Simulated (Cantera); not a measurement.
**Silicon epitaxy and polysilicon growth: SiH4 + HCl + H2**

A closed system holds: 1 mol SiH4, 0.22 mol HCl, 15 mol H2, at 0.0560 bar.

Method: chemical equilibrium by Gibbs-energy minimisation in Cantera with the NASA 1993 tables (ideal gas, pure condensed phases). Candidate condensed phases: Si; 19 gas species. The tables' values for SiCl3 are old estimates; treat these amounts as uncertain. Gases not in the tables: Si2H6 and higher silanes. The numbers say what is thermodynamically allowed, not how fast it happens.

```csv
T (K),x H2,x HCl,x H,x SiCl2,x SiHCl3,x SiCl4,x SiCl3,x Si,n Si(s),n Si(l)
1148,0.988,0.0115,3.01e-7,0.000293,0.000103,5.95e-5,3.97e-5,3.26e-12,0.991,0
1223,0.988,0.0119,1.26e-6,0.000347,2.89e-5,1.13e-5,2.21e-5,5.75e-11,0.993,0
1298,0.988,0.0119,4.50e-6,0.000383,8.80e-6,2.35e-6,1.23e-5,7.26e-10,0.993,0
1373,0.988,0.0119,1.40e-5,0.000413,3.00e-6,5.73e-7,7.15e-6,6.93e-9,0.993,0
1448,0.988,0.0119,3.87e-5,0.000440,1.14e-6,1.61e-7,4.38e-6,5.22e-8,0.992,0
1523,0.988,0.0118,9.71e-5,0.000463,4.77e-7,5.10e-8,2.81e-6,3.22e-7,0.992,0
1598,0.987,0.0118,0.000224,0.000485,2.17e-7,1.80e-8,1.88e-6,1.67e-6,0.991,0
1673,0.987,0.0118,0.000478,0.000504,1.06e-7,7.01e-9,1.30e-6,7.46e-6,0.991,0
1748,0.987,0.0118,0.000959,0.000471,4.99e-8,2.71e-9,8.46e-7,2.60e-5,0,0.991
```
x: gas mole fraction; n: condensed amount in mol.

From 1148 K to 1673 K the condensed part is Si(s). At 1748 K the condensed part is Si(l). The main Si-bearing gas is SiCl2 throughout.
